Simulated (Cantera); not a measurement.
A perfectly stirred reactor is fed with C2H6 : N2 = 1 : 2.6 (molar parts), at 31000 Pa; it is held at 1548 K, and followed from long to short residence time.

Cantera simulation using GRI-Mech 3.0 (53 species, 325 reactions); the numbers are that mechanism's predictions, not measurements. GRI-Mech 3.0 stops at C3 and has no aromatics, soot or wall deposition, so with more carbon than oxygen in the feed, carbon stays in small species such as C2H2 where larger ones or solid carbon would form.

Task: What does this change do: pressure from 31000 Pa to 2800 Pa?

Result: 
| quantity | before | after |
|---|---|---|
| x(C2H6) at τ = 20.0 s | 1.04e-5 | 1.83e-5 |
| x(HCN) at τ = 20.0 s | 1.65e-7 | 1.74e-6 |
| x(CH3) at τ = 20.0 s | 4.98e-5 | 0.000180 |
| x(CH4) at τ = 20.0 s | 0.0232 | 0.0168 |
| x(H) at τ = 20.0 s | 3.48e-5 | 0.000178 |
| x(C2H6) at τ = 71.0 ms | 0.000958 | 0.00283 |
| x(HCN) at τ = 71.0 ms | 6.18e-8 | 3.72e-7 |
| x(CH3) at τ = 71.0 ms | 0.000440 | 0.00243 |
| x(CH4) at τ = 71.0 ms | 0.0611 | 0.0791 |
| x(H) at τ = 71.0 ms | 9.84e-5 | 0.000365 |
Radical loss at walls, strong at low pressure, is not modelled.
